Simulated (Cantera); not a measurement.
Adiabatic ignition

An adiabatic, constant-pressure homogeneous reactor starts with H₂ : O₂ : N₂ : H₂O = 1 : 0.278 : 1.04 : 0.39 (molar parts), at 1200 K and 1.68 atm.

Cantera simulation using the H2/O2 subset of GRI-Mech 3.0, which has no nitrogen chemistry; the numbers are that mechanism's predictions, not measurements.

```tsv
t (s)	T (K)	x H₂	x O₂	x H₂O	x H	x H₂O₂	x O	x OH
4.00e-6	1200	0.369	0.103	0.144	2.52e-8	2.04e-10	1.94e-9	1.10e-9
1.07e-5	1200	0.369	0.103	0.144	1.87e-7	3.07e-9	1.50e-8	8.39e-9
2.86e-5	1200	0.369	0.103	0.144	1.56e-5	3.56e-7	1.25e-6	7.48e-7
7.65e-5	2258	0.170	0.00170	0.361	0.0377	2.83e-7	0.00185	0.0121
0.000205	2480	0.178	0.000225	0.380	0.0125	6.77e-8	0.000251	0.00540
0.000547	2512	0.179	0.000112	0.382	0.00883	3.85e-8	0.000127	0.00395
0.00146	2513	0.179	0.000109	0.383	0.00872	3.77e-8	0.000124	0.00390
0.00391	2513	0.179	0.000109	0.383	0.00872	3.77e-8	0.000124	0.00390
0.0105	2513	0.179	0.000109	0.383	0.00872	3.77e-8	0.000124	0.00390
0.0280	2513	0.179	0.000109	0.383	0.00872	3.77e-8	0.000124	0.00390
0.0748	2513	0.179	0.000109	0.383	0.00872	3.77e-8	0.000124	0.00390
0.200	2513	0.179	0.000109	0.383	0.00872	3.77e-8	0.000124	0.00390
```
x: mole fraction; the columns are a selection and need not sum to one.

```json
{
  "time_of_steepest_temperature_rise": "51.5 µs",
  "temperature at 0.200 s": "2513 K",
  "equilibrium_temperature": "2513 K",
  "x(H₂) at 0.200 s": "0.179 (gas-phase equilibrium 0.179)",
  "x(O₂) at 0.200 s": "0.000109 (gas-phase equilibrium 0.000109)",
  "x(H₂O) at 0.200 s": "0.383 (gas-phase equilibrium 0.383)"
}
```
